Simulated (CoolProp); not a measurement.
Properties of carbonyl sulfide along the isobar 59.6 bar (Tc = 105.6 °C, pc = 63.69 bar, ω = 0.098).

Values from CoolProp's reference Helmholtz-energy equation of state, Lemmon 2006. It is a short technical equation, of lower accuracy than the large ones.

| T (°C) | phase | speed of sound (m/s) | Joule-Thomson coefficient (K/MPa) | expansivity (1/kK) |
|---|---|---|---|---|
| 9.85 | liquid | 790.7 | -0.2413 | ___ |
| 28.75 | liquid | 701.4 | -0.1152 | ___ |
| 47.75 | liquid | 607.4 | 0.08013 | 3.450 |
| 66.75 | liquid | 505.5 | 0.4179 | 4.635 |
| 85.65 | liquid | 385.9 | 1.163 | ___ |
| 104.65 | gas | 174.5 | ___ | 36.01 |
| 123.55 | gas | 202.5 | ___ | 10.42 |
| 142.55 | gas | 219.6 | 10.27 | 6.855 |
| 161.45 | gas | 233.1 | 9.037 | 5.301 |
| 180.45 | gas | 244.6 | 8.041 | ___ |
| 199.35 | gas | ___ | 7.226 | 3.797 |
| 218.35 | gas | 264.0 | 6.539 | 3.365 |
| 237.35 | gas | ___ | 5.954 | 3.036 |

Fill in the missing entries.


- 9.85, expansivity (1/kK): 2.399
- 28.75, expansivity (1/kK): 2.806
- 85.65, expansivity (1/kK): 7.741
- 104.65, Joule-Thomson coefficient (K/MPa): 13.63
- 123.55, Joule-Thomson coefficient (K/MPa): 11.86
- 180.45, expansivity (1/kK): 4.395
- 199.35, speed of sound (m/s): 254.7
- 237.35, speed of sound (m/s): 272.4
